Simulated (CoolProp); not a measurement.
Methane along the isobar 5460 kPa: density (kg/m³) from the reference equation and from simpler models built on Tc = 190.6 K, pc = 4599 kPa, ω = 0.011; each cubic takes its own stable root.

Computed with CoolProp (reference Helmholtz-energy equation of state, Setzmann 1991).

```json
[
 {"T (K)": "190.2", "phase": "liquid", "reference": "251.3", "van der Waals": "182.4", "Redlich-Kwong": "217.7", "Soave-Redlich-Kwong": "217.7", "Peng-Robinson": "240.8"},
 {"T (K)": "211.3", "phase": "supercritical", "reference": "79.32", "van der Waals": "80.87", "Redlich-Kwong": "79.07", "Soave-Redlich-Kwong": "78.85", "Peng-Robinson": "82.97"},
 {"T (K)": "232.5", "phase": "supercritical", "reference": "59.64", "van der Waals": "61.00", "Redlich-Kwong": "59.71", "Soave-Redlich-Kwong": "59.42", "Peng-Robinson": "61.86"},
 {"T (K)": "253.6", "phase": "supercritical", "reference": "50.02", "van der Waals": "51.25", "Redlich-Kwong": "50.13", "Soave-Redlich-Kwong": "49.81", "Peng-Robinson": "51.55"},
 {"T (K)": "274.7", "phase": "supercritical", "reference": "43.78", "van der Waals": "44.86", "Redlich-Kwong": "43.90", "Soave-Redlich-Kwong": "43.57", "Peng-Robinson": "44.89"},
 {"T (K)": "295.9", "phase": "supercritical", "reference": "39.22", "van der Waals": "40.16", "Redlich-Kwong": "39.34", "Soave-Redlich-Kwong": "39.01", "Peng-Robinson": "40.07"},
 {"T (K)": "317", "phase": "supercritical", "reference": "35.71", "van der Waals": "36.53", "Redlich-Kwong": "35.82", "Soave-Redlich-Kwong": "35.50", "Peng-Robinson": "36.37"},
 {"T (K)": "338.2", "phase": "supercritical", "reference": "32.86", "van der Waals": "33.58", "Redlich-Kwong": "32.97", "Soave-Redlich-Kwong": "32.66", "Peng-Robinson": "33.39"},
 {"T (K)": "359.3", "phase": "supercritical", "reference": "30.51", "van der Waals": "31.14", "Redlich-Kwong": "30.62", "Soave-Redlich-Kwong": "30.32", "Peng-Robinson": "30.93"},
 {"T (K)": "380.5", "phase": "supercritical", "reference": "28.50", "van der Waals": "29.06", "Redlich-Kwong": "28.61", "Soave-Redlich-Kwong": "28.32", "Peng-Robinson": "28.85"},
 {"T (K)": "401.6", "phase": "supercritical", "reference": "26.78", "van der Waals": "27.28", "Redlich-Kwong": "26.88", "Soave-Redlich-Kwong": "26.61", "Peng-Robinson": "27.07"}
]
```
